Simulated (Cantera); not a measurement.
A closed system holds: 1 mol Pb, 0.11 mol H₂, equilibrated at 500 °C and 4.20 mbar.

Cantera equilibrium calculation (NASA polynomials, part measured and part estimated; ideal gas, pure solids and liquids). Candidate condensed phases: Pb; 4 gas species. Equilibrium is a limit: real reactors are often held back by kinetics, nucleation or transport.

What is the equilibrium state?


```json
{
  "x(H₂)": "1.000",
  "x(Pb)": "5.50e-6",
  "n(Pb(l))": "1.000 mol",
  "gas_amount": "0.1100 mol"
}
```
